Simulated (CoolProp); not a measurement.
Propylene along the isobar 8590 kPa: Z from the reference equation and from simpler models built on Tc = 364.2 K, pc = 4555 kPa, ω = 0.146; each cubic takes its own stable root.

Values from CoolProp's reference Helmholtz-energy equation of state, Lemmon 2013.

| T (K) | phase | reference |
|---|---|---|
| 301.8 | liquid | 0.2760 |
| 324 | liquid | 0.2754 |
| 346.1 | liquid | 0.2813 |
| 368.3 | supercritical | 0.2994 |
| 390.4 | supercritical | 0.3495 |
| 412.6 | supercritical | 0.4719 |
| 434.8 | supercritical | 0.5964 |
| 456.9 | supercritical | 0.6829 |
| 479.1 | supercritical | 0.7453 |
| 501.2 | supercritical | 0.7921 |
| 523.4 | supercritical | 0.8289 |
| 545.6 | supercritical | 0.8584 |
| 567.7 | supercritical | 0.8825 |

Question: How far does each simpler model (van der Waals, Redlich-Kwong, Peng-Robinson) lie from the reference over these 13 states: mean and median of the absolute difference, and the worst?

Answer: 
- van der Waals: mean 19.8 %, median 8.9 %, worst +49.5 % at 301.8 K and 8590 kPa
- Redlich-Kwong: mean 5.8 %, median 2.2 %, worst +13.9 % at 368.3 K and 8590 kPa
- Peng-Robinson: mean 2.1 %, median 0.9 %, worst +6.9 % at 390.4 K and 8590 kPa
